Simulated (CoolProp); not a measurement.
A Linde-Hampson liquefier for dry air: isothermal reversible compression at 230 K from 1 atm to 10 MPa, throttling to 1 atm, return gas leaving the recuperator 10 K below the feed. Each further row changes one setting.

Model: reference Helmholtz-energy equation of state, Lemmon 2000, in CoolProp. It is a pseudo-pure fit of the blend.

```csv
case,liquid yield per pass,compression work (kJ/kg of gas)
as stated,0.077,295
high pressure 20 MPa,0.150,337
warm-end temperature 260 K,0.047,338
warm-end gap 15 K,0.063,295
```
